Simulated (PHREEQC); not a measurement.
Dissolve 0.044 mol Cu(NO3)2, 0.017 mol H2SO4 and 0.0043 mol FeCl3 per kg of water at 25 °C. Closed to the air; pH follows from the charge balance.

Computed with PHREEQC (ion-association model, phreeqc.dat).

This is a speciation only: nothing precipitates in the calculation.

Question: Predict the pH, density.

Answer: pH 1.63; density 1.005 g/cm³.

Question: In which forms is S present?

Answer: SO4-2 29 %, HSO4- 27 %, CuSO4 24 %, FeSO4+ 16 %, FeHSO4+2 2.3 %, Fe(SO4)2- 1.1 % of the S.

The solution is supersaturated, for example in Hematite (slow to form), Goethite (slow to form), so a real one may precipitate; this is no full list.
